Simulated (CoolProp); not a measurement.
Nitrous oxide along the isotherm 44.65 °C: density (kg/m³) from the reference equation and from simpler models built on Tc = 36.4 °C, pc = 7245 kPa, ω = 0.161; each cubic takes its own stable root.

Computed with CoolProp (reference Helmholtz-energy equation of state, Lemmon 2006). It is a short technical equation, of lower accuracy than the large ones.

| p (kPa) | phase | reference | ideal gas | Peng-Robinson |
|---|---|---|---|---|
| 226 | gas | 3.802 | 3.764 | 3.806 |
| 453 | gas | 7.701 | 7.546 | 7.716 |
| 679 | gas | 11.66 | 11.31 | 11.70 |
| 906 | gas | 15.73 | 15.09 | 15.80 |
| 1130 | gas | 19.84 | 18.82 | 19.94 |
| 1360 | gas | 24.15 | 22.65 | 24.30 |
| 1580 | gas | 28.38 | 26.32 | 28.58 |
| 1810 | gas | 32.90 | 30.15 | 33.18 |
| 2040 | gas | 37.55 | 33.98 | 37.91 |
| 2260 | gas | 42.11 | 37.64 | 42.56 |
| 2490 | gas | 47.01 | 41.48 | 47.57 |
| 2720 | gas | 52.06 | 45.31 | 52.73 |
| 2940 | gas | 57.03 | 48.97 | 57.83 |
| 3170 | gas | 62.40 | 52.80 | 63.34 |
| 3400 | gas | 67.94 | 56.63 | 69.04 |
| 3620 | gas | 73.43 | 60.30 | 74.69 |
